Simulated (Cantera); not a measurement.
# Thermodynamics of hydrogen reduction and annealing atmospheres, feed FeS + H2 + N2

Feed: 1 mol FeS, 2.1 mol H2, 87 mol N2, equilibrated at 0.340 bar.

These are equilibrium values from Cantera (NASA tables, ideal gas, pure condensed phases), not measurements of a reactor. Candidate condensed phases: Fe, FeS, FeS2, S; 16 gas species. Metal and sulfide melt together well below either melting point, which pure phases cannot show. Mutual solubility and eutectic melting of coexisting phases are not modelled. FeS: taken at fixed stoichiometry. Rates play no part.

```
T (°C)   x N2    x H2     x H2S     x S2     x SH      x H     x Fe      x S  n Fe(γ)  n FeS(s)  n FeS(l)
------  -----  ------  --------  -------  -------  -------  -------  -------  -------  --------  --------
1050    0.976  0.0234  0.000185  1.99e-6  1.58e-6  4.16e-7  6.11e-9  9.61e-9   0.0170     0.983         0
1075    0.976  0.0234  0.000206  3.38e-6  2.33e-6  6.06e-7  1.20e-8  1.80e-8   0.0192     0.981         0
1100    0.976  0.0233  0.000229  5.61e-6  3.38e-6  8.72e-7  2.30e-8  3.31e-8   0.0217     0.978         0
1125    0.976  0.0233  0.000254  9.15e-6  4.84e-6  1.24e-6  4.29e-8  5.93e-8   0.0247     0.975         0
1150    0.976  0.0233  0.000280  1.46e-5  6.85e-6  1.74e-6  7.84e-8  1.04e-7   0.0281     0.972         0
1175    0.976  0.0233  0.000307  2.30e-5  9.57e-6  2.41e-6  1.40e-7  1.79e-7   0.0323     0.968         0
1200    0.976  0.0232  0.000329  3.43e-5  1.30e-5  3.31e-6  2.46e-7  2.97e-7   0.0366         0     0.963
1225    0.976  0.0232  0.000344  4.80e-5  1.70e-5  4.49e-6  4.23e-7  4.72e-7   0.0407         0     0.959
1250    0.976  0.0232  0.000359  6.63e-5  2.20e-5  6.04e-6  7.14e-7  7.39e-7   0.0457         0     0.954
1275    0.976  0.0232  0.000373  9.07e-5  2.82e-5  8.04e-6  1.18e-6  1.14e-6   0.0519         0     0.948
```
x: gas mole fraction; n: condensed amount in mol.

From 1050 °C to 1175 °C the condensed part is Fe(γ) + FeS(s). From 1200 °C to 1275 °C the condensed part is Fe(γ) + FeS(l).
